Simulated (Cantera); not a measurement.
What does this Cantera script print?

```python
import numpy as np
import cantera as ct

gas_names = [...]  # 130 gases of nasa_gas.yaml made of C, H, Mg, O, S
cond_names = """
    C(gr) C6H6(L) C7H8(L) C8H18(L),n-octa H2O(s) H2O(L) H2SO4(L) Mg(cr) Mg(L) MgCO3(s) MgO(s) MgO(L)
    MgO2H2(s) MgS(s) MgSO4(s) MgSO4(L) S(cr1) S(cr2) S(L)
""".split()


# ... load() reads the species with a 1 bar reference pressure and builds the phases ...
atoms = {
    'MgCO3': {'Mg': 1, 'C': 1, 'O': 3},
    'SO2': {'S': 1, 'O': 2},
    'H2O': {'H': 2, 'O': 1},
}
top_T = {'C(gr)': 4500, 'MgS(s)': 2250}  # K; cautious upper limits of use, not melting points


# ... equilibrate(T, P, feed) seeds the gas with the atoms and calls Mixture.equilibrate('TP', solver="vcs", rtol=1e-11, max_steps=5000) ...
results = []
feed = {'MgCO3': 1, 'SO2': 0.4, 'H2O': 0.71}  # mol
P = 11000  # Pa
for T in [1123, 1173, 1223, 1273, 1323, 1373, 1423, 1473, 1523, 1573, 1623, 1673]:
    mix = equilibrate(T, P, feed)
    results.append((T, P, feed, dict(zip(mix.species_names, mix.species_moles))))

top = {s: max(r[3][s] / sum(r[3][g] for g in gas_names) for r in results) for s in gas_names}
cols = sorted((s for s in top if top[s] > 0.001), key=lambda s: -top[s])[:5]
seen = [c for c in cond_names if any(r[3].get(c, 0) > 1e-12 for r in results)]
print("log10 of partial pressures in bar; condensed amounts in mol")
print(f"{'T/K':>10s}" + "".join(f"{s[:9]:>10s}" for s in cols + seen))
for T, P, feed, n in results:
    ng = sum(n[g] for g in gas_names)
    print(f"{T:10.4g}" + "".join(f"{np.log10(max(n[s] / ng * P / 1e5, 1e-99)):10.3f}" for s in cols)
          + "".join(f"{n.get(c, 0):10.4g}" for c in seen))
```

It prints:

```
log10 of partial pressures in bar; condensed amounts in mol
       T/K       CO2       H2O       SO2        CO        O2    MgO(s)
      1123    -1.283    -1.432    -1.681    -6.036    -7.693         1
      1173    -1.283    -1.432    -1.681    -5.826    -6.995         1
      1223    -1.283    -1.432    -1.681    -5.612    -6.397         1
      1273    -1.283    -1.432    -1.681    -5.384    -5.909         1
      1323    -1.283    -1.432    -1.681    -5.143    -5.518         1
      1373    -1.283    -1.432    -1.681    -4.900    -5.196         1
      1423    -1.283    -1.432    -1.681    -4.662    -4.920         1
      1473    -1.283    -1.432    -1.681    -4.435    -4.675         1
      1523    -1.284    -1.432    -1.681    -4.220    -4.452         1
      1573    -1.284    -1.432    -1.681    -4.017    -4.248         1
      1623    -1.285    -1.433    -1.681    -3.826    -4.058         1
      1673    -1.285    -1.433    -1.682    -3.647    -3.881         1
```

These are equilibrium values from Cantera (NASA tables, ideal gas, pure condensed phases), not measurements of a reactor.
